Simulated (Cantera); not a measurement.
Feed: 1 mol Si(CH3)4, 0.13 mol C2H2, 22 mol H2, held at 2075 °C and 660 Pa.

These are equilibrium values from Cantera (NASA tables, ideal gas, pure condensed phases), not measurements of a reactor. Candidate condensed phases: C, C6H6, C7H8, C8H18, Si, SiC; 87 gas species. Gases not in the tables: Si2H6 and higher silanes. Equilibrium is a limit: real reactors are often held back by kinetics, nucleation or transport.

What is the equilibrium state?


| Quantity | Value |
|---|---|
| x(H2) | 0.827 |
| x(H) | 0.138 |
| x(Si) | 0.0242 |
| x(C2H2 (acetylene)) | 0.00452 |
| x(SiC2) | 0.00393 |
| x(Si2C) | 0.00157 |
| x(SiH) | 0.000603 |
| x(Si2) | 5.72e-5 |
| x(SiH2) | 5.32e-5 |
| n(C(graphite)) | 3.68 mol |
| gas amount | 31.23 mol |
| log10 activity of Si(l) (absent) | -0.95 |
